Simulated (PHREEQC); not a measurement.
Ultrapure water in contact with air or piping

Synthetic water in mmol/kgw, 20 °C, pH 5.64, pe 12.4:

```
constituent           mmol/kgw
--------------------  --------
Na                     0.00709
K                      0.00324
Ca                     0.00155
Mg                     0.00284
Cl                     0.00378
S(6)                  0.000865
Alkalinity (meq/kgw)    0.0129
Li                    1.42e-05
Cu(2)                  2.2e-05
```

Valence states are taken as typed.

Computed with PHREEQC (ion-association model, phreeqc.dat).

```
Property                        Value
--------------------  ---------------
ionic strength        2.64e-5 mol/kgw
charge-balance error            1.8 %
```

```
species  molality  activity   log γ
-------  --------  --------  ------
CO2       8.34e-5   8.34e-5   0.000
HCO3-     1.52e-5   1.51e-5  -0.003
Na+       7.09e-6   7.05e-6  -0.003
Cl-       3.78e-6   3.76e-6  -0.003
K+        3.24e-6   3.22e-6  -0.003
Mg+2      2.84e-6   2.77e-6  -0.010
H+        2.30e-6   2.29e-6  -0.003
Ca+2      1.55e-6   1.51e-6  -0.010
SO4-2     8.64e-7   8.44e-7  -0.010
Cu+2      2.16e-8   2.11e-8  -0.010
Li+       1.42e-8   1.41e-8  -0.003
OH-       3.01e-9   2.99e-9  -0.003
```

This is a speciation only: nothing precipitates in the calculation.
